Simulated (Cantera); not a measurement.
Input: 1 mol Si₃N₄, 0.23 mol CO₂, 560 mol N₂, 4.2 mol N₂O, at 1748 K and 7.50 Torr.

Cantera equilibrium calculation (NASA polynomials, part measured and part estimated; ideal gas, pure solids and liquids). Candidate condensed phases: C, Si, SiC, SiO₂, Si₂N₂O, Si₃N₄; 34 gas species. The tables hold silica as quartz up to 1696 K and as liquid above; real silica turns to tridymite and cristobalite and melts near 1996 K. The numbers say what is thermodynamically allowed, not how fast it happens.

Base state: N₂ 0.997, SiO 0.00277, CO 0.000402 (mole fractions); condensed: SiO₂(condensed).

What changes in the equilibrium state with this change: Si₃N₄ replaced by Si?


```json
[
 {"species": "N₂", "before": "0.997", "after": "0.997"},
 {"species": "O₂", "before": "<1e-9", "after": "0.00176"},
 {"species": "CO₂", "before": "3.10e-6", "after": "0.000396"},
 {"species": "SiO", "before": "0.00277", "after": "6.01e-7"},
 {"species": "NO", "before": "7.74e-8", "after": "0.000357"},
 {"species": "O", "before": "6.68e-9", "after": "3.07e-5"},
 {"species": "SiO₂(condensed), mol", "before": "1.43", "after": "1.000"}
]
```
